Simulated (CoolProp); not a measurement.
Vapour-liquid equilibrium of ethane (1) + hydrogen chloride (2) at 7.31 bar; x and y are mole fractions of (1).

Model: multi-fluid Helmholtz-energy mixture model, Bücker 2006 and Thol 2018; pair parameters Bell 2016, in CoolProp.

```tsv
x	bubble temperature (K)	y at the bubble point	dew temperature at overall composition x (K)	liquid density (mol/L)
0.05	228.8	0.138	230.7	28.33
0.15	225.2	0.295	228.5	26.41
0.25	223.6	0.378	226.2	24.62
0.35	222.9	0.432	224.1	23.01
0.45	222.6	0.476	222.7	21.59
0.55	222.6	0.519	222.8	20.33
0.65	223.0	0.570	224.1	19.21
0.75	223.9	0.638	226.0	18.21
0.85	225.7	0.735	228.0	17.28
0.95	228.9	0.888	230.2	16.39
```

y crosses x between x = 0.45 and 0.55: the model has an azeotrope there.

The pair parameters rest on a limited set of measurements; away from them the model extrapolates.
